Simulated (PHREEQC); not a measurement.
Make-up at 25 °C: 0.016 mol/kgw HCl, 0.0067 mol/kgw Al2(SO4)3 and 0.021 mol/kgw Na2SO4. Closed to the air; pH follows from the charge balance.

Computed with PHREEQC (ion-association model, wateq4f.dat).

| quantity | before | after |
|---|---|---|
| pH | 2.12 | 2.29 |
| ionic strength (mol/kgw) | 0.0883 | 0.254 |
| Na+ (mol/kgw) | 0.0405 | 0.0393 |
| SO4-2 (mol/kgw) | 0.0189 | 0.0510 |
| AlSO4+ (mol/kgw) | 0.00948 | 0.0852 |
| SI of Mirabilite (Na2SO4:10H2O) | -4.02 | -3.85 |
| SI of Halite (NaCl) | -4.98 | -5.08 |

Question: Which change was made?
A) Na2SO4 from 0.021 to 0.042 mol/kgw
B) temperature from 25 to 75 °C
C) Al2(SO4)3 from 0.0067 to 0.067 mol/kgw
D) temperature from 25 to 80 °C
E) 0.0027 mol/kgw MnSO4 added

Answer: C, Al2(SO4)3 from 0.0067 to 0.067 mol/kgw

No solid was allowed to form.
